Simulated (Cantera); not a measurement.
# Thermal oxidation and active oxidation of silicon: Si + H2O + H2 + N2O

Input: 1 mol Si, 0.22 mol H2O, 1.1 mol H2, 0.091 mol N2O, at 0.133 bar.

Method: chemical equilibrium by Gibbs-energy minimisation in Cantera with the NASA 1993 tables (ideal gas, pure condensed phases). Candidate condensed phases: H2O, Si, SiO2, Si2N2O, Si3N4; 35 gas species. Each liquid is taken as pure. Mutual solubility and eutectic melting of coexisting phases are not modelled. The tables' values for SiN are old estimates; treat these amounts as uncertain. The tables hold silica as quartz up to 1696 K and as liquid above; real silica turns to tridymite and cristobalite and melts near 1996 K. Gases not in the tables: Si2H6 and higher silanes. Rates play no part.

From 650 °C to 1250 °C the condensed part is Si(s) + SiO2(β-quartz) + Si2N2O(s). At 1450 °C the condensed part is Si(l) + SiO2(condensed) + Si2N2O(s). At 1650 °C the condensed part is Si(l) + Si2N2O(s). At 1850 °C the condensed part is Si(l). The main Si-bearing gas is SiH4 at 650 °C and SiO at 1850 °C.

```
T (°C)   x H2     x SiO      x N2       x H  n Si(s)  n SiO2(β-quartz)  n Si2N2O(s)  n Si(l)  n SiO2(condensed)
------  -----  --------  --------  --------  -------  ----------------  -----------  -------  -----------------
650      1.00  1.19e-10    <1e-12  6.70e-10    0.708             0.110       0.0910        0                  0
850     1.000   3.75e-7  1.28e-12   1.17e-7    0.708             0.110       0.0910        0                  0
1050    1.000   9.92e-5   3.32e-9   4.34e-6    0.708             0.110       0.0910        0                  0
1250    0.994   0.00587   1.06e-6   6.31e-5    0.704             0.106       0.0910        0                  0
1450    0.873     0.126   9.71e-5  0.000467        0                 0       0.0909    0.613             0.0147
1650    0.789     0.170    0.0381   0.00229        0                 0       0.0273    0.661                  0
1850    0.758     0.180    0.0525   0.00855        0                 0            0    0.686                  0
```
x: gas mole fraction; n: condensed amount in mol.
